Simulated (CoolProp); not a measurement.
A simple Rankine cycle with R1336mzz(E): condensing at 331.15 K, boiler at 1.92 MPa, turbine inlet 399.9 K, turbine efficiency 0.85, pump efficiency 0.8, no recuperator. Each further row changes one setting.

Values from CoolProp's reference Helmholtz-energy equation of state, Akasaka 2023.

```
case                             thermal efficiency (%)  net work (kJ/kg)  heat in (kJ/kg)  turbine exit temperature (K)  volume ratio over the turbine
-------------------------------  ----------------------  ----------------  ---------------  ----------------------------  -----------------------------
as stated                                           8.9              14.9              167                         361.0                           4.21
condensing temperature 323.15 K                    10.1              18.0              178                         355.8                           5.32
boiler pressure 1.34 MPa                            6.8              12.1              178                         375.3                           2.65
turbine efficiency 0.75                             7.8              13.0              167                         363.1                           4.25
```
